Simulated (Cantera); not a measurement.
Charge: 1 mol SiHCl3, 35 mol NH3, held at 2.25 Torr.

Cantera equilibrium calculation (NASA polynomials, part measured and part estimated; ideal gas, pure solids and liquids). Candidate condensed phases: NH4Cl, Si, Si3N4; 28 gas species. Equilibrium is a limit: real reactors are often held back by kinetics, nucleation or transport.

Over these rows the condensed part is Si3N4(s). Partial pressures as log10 of bar:

```
T (K)  1000/T (1/K)  log p SiCl2  log p H2  log p N2  log p HCl
-----  ------------  -----------  --------  --------  ---------
1200         0.8333        -7.69     -2.66     -3.15      -3.90
1250         0.8000        -7.23     -2.66     -3.15      -3.90
1300         0.7692        -6.81     -2.66     -3.15      -3.90
1350         0.7407        -6.43     -2.66     -3.15      -3.90
1400         0.7143            ?     -2.66     -3.15      -3.91
1450         0.6897        -5.75     -2.66     -3.15      -3.91
```

Problem. Fit log p(SiCl2) = a + b·(1000/T) to the five rows, give the apparent enthalpy, and predict the row at 1400 K.

Solution. Means: 1000/T = 0.7666, log p = -6.782. Sxy = -0.164077, Sxx = 0.0121556, so b = -13.50 and a = -6.782 − (-13.50)×0.7666 = 3.57.
Apparent enthalpy: −19.145 × (-13.50) = 258 kJ/mol. With the condensed phases at unit activity, 1/3 Si3N4(s) + 2 HCl(g) = SiCl2(g) + H2(g) + 2/3 N2(g) links this pressure to the main gases: over the six rows their terms move log p by -0.02 in all, so the slope is close to that reaction's ΔH°. The five rows lie within 0.01 of the line.
Prediction at 1400 K: 3.57 + (-13.50)×0.7143 = -6.07. The computed value is -6.07, 0.00 from the line.
